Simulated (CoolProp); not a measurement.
A Linde-Hampson liquefier for dry air: isothermal reversible compression at 280 K from 1 atm to 40 MPa, throttling to 1 atm, return gas leaving the recuperator 2 K below the feed. Each further row changes one setting.

Computed with CoolProp (reference Helmholtz-energy equation of state, Lemmon 2000). It is a pseudo-pure fit of the blend.

```json
[
 {"case": "as stated", "liquid yield per pass": "0.124", "compression work (kJ/kg of gas)": "482"},
 {"case": "high pressure 80 MPa", "liquid yield per pass": "0.092", "compression work (kJ/kg of gas)": "561"},
 {"case": "warm-end temperature 310 K", "liquid yield per pass": "0.091", "compression work (kJ/kg of gas)": "538"},
 {"case": "warm-end gap 7 K", "liquid yield per pass": "0.113", "compression work (kJ/kg of gas)": "482"}
]
```
